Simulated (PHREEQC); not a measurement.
0.61 g of hydrous ferric oxide (600 m²/g; 0.2 weak and 0.005 strong sites per Fe, Dzombak-Morel constants, diffuse double layer) in 1 kg of water with 0.005 mol/kgw of an inert sodium salt and 0.96 mmol/kgw NaF and 0.02 mmol/kgw Na2SO4, at 25 °C; the pH is set by adding NaOH or the inert anion's acid. Oxygen is held at 0.21 atm. The system is closed to CO2. No solid was allowed to form.

Base run: PHREEQC, ion-association model, wateq4f.dat. Each further column changes one thing. The table gives F sorbed (%).

| pH | base | no electrostatic term (-no_edl) | background salt from 0.005 to 0.0005 mol/kgw | oxide from 0.61 to 3 g/kgw | 0.0023 mol/kgw H3BO3 added |
|---|---|---|---|---|---|
| 3 | 81.1 | 1.3 | 87.1 | 99.3 | 81.0 |
| 3.67 | 83.2 | 2.4 | 88.0 | 99.5 | 83.2 |
| 4.33 | 77.8 | 2.9 | 81.7 | 99.2 | 77.7 |
| 5 | 66.5 | 3.0 | 69.7 | 98.1 | 66.4 |
| 5.67 | 51.3 | 3.1 | 53.6 | 94.4 | 51.2 |
| 6.33 | 35.0 | 3.2 | 36.5 | 83.8 | 34.8 |
| 7 | 19.5 | 3.6 | 20.4 | 60.5 | 19.3 |
| 7.67 | 7.9 | 4.0 | 8.3 | 30.8 | 7.9 |
| 8.33 | 2.4 | 3.7 | 2.4 | 10.7 | 2.3 |
| 9 | 0.6 | 2.2 | 0.6 | 2.8 | 0.6 |
| 9.67 | 0.1 | 0.8 | 0.1 | 0.7 | 0.1 |
| 10.33 | 0.0 | 0.2 | 0.0 | 0.2 | 0.0 |
| 11 | 0.0 | 0.0 | 0.0 | 0.1 | 0.0 |

The oxide is taken as insoluble; below pH 4 it would dissolve. Real BF4- forms and hydrolyses slowly; the run takes it at equilibrium.
